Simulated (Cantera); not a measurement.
# Thermodynamics of iron carbonyl, mercury and lead vapours, feed Pb + O2 + N2

Charge: 1 mol Pb, 0.086 mol O2, 1 mol N2, held at 752 °C.

These are equilibrium values from Cantera (NASA tables, ideal gas, pure condensed phases), not measurements of a reactor. Candidate condensed phases: Pb, PbO, PbO2, Pb3O4; 12 gas species. Mutual solubility and eutectic melting of coexisting phases are not modelled. Equilibrium is a limit: real reactors are often held back by kinetics, nucleation or transport.

| P (Pa) | x N2 | x Pb | x PbO | x Pb2 | x O2 | x NO | n Pb(l) | n PbO(yellow) |
|---|---|---|---|---|---|---|---|---|
| 10 | 0.715 | 0.278 | 0.00685 | 1.26e-6 | 1.26e-8 | 9.56e-9 | 0.439 | 0.162 |
| 68 | 0.958 | 0.0409 | 0.00101 | 1.85e-7 | 1.86e-9 | 4.24e-9 | 0.785 | 0.171 |
| 460 | 0.994 | 0.00605 | 0.000149 | 2.74e-8 | 2.75e-10 | 1.66e-9 | 0.822 | 0.172 |
| 3200 | 0.999 | 0.000869 | 2.14e-5 | 3.94e-9 | 3.95e-11 | 6.31e-10 | 0.827 | 0.172 |
| 22000 | 1.000 | 0.000126 | 3.11e-6 | 5.73e-10 | 5.74e-12 | 2.41e-10 | 0.828 | 0.172 |
| 150000 | 1.000 | 1.85e-5 | 4.57e-7 | 8.41e-11 | <1e-12 | 9.23e-11 | 0.828 | 0.172 |
| 1000000 | 1.000 | 2.78e-6 | 6.85e-8 | 1.26e-11 | <1e-12 | 3.57e-11 | 0.828 | 0.172 |
x: gas mole fraction; n: condensed amount in mol.

From 10.0 Pa to 10.0 bar the condensed part is Pb(l) + PbO(yellow). The main Pb-bearing gas is Pb throughout.
